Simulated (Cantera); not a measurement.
Charge: 1 mol Si, a varied amount of F₂, held at 352 °C and 10.0 Torr.

Method: chemical equilibrium by Gibbs-energy minimisation in Cantera with the NASA 1993 tables (ideal gas, pure condensed phases). Candidate condensed phases: Si; 9 gas species. The numbers say what is thermodynamically allowed, not how fast it happens.

**Question.** Which condensed phases are stable at each of these points (n(F₂) (mol)): 0.83, 1.1, 1.4, 1.8, 2.4, 3.1, 4.1, 5.4?

**Answer.** 
```
n(F₂) (mol)  condensed phases  Si condensed (%)
-----------  ----------------  ----------------
0.83                    Si(s)              58.5
1.1                     Si(s)              45.0
1.4                     Si(s)              30.0
1.8                     Si(s)              10.0
2.4                  gas only               0.0
3.1                  gas only               0.0
4.1                  gas only               0.0
5.4                  gas only               0.0
```

From 0.83 mol F₂ to 1.8 mol F₂ the condensed part is Si(s). From 2.4 mol F₂ to 5.4 mol F₂ nothing is condensed.
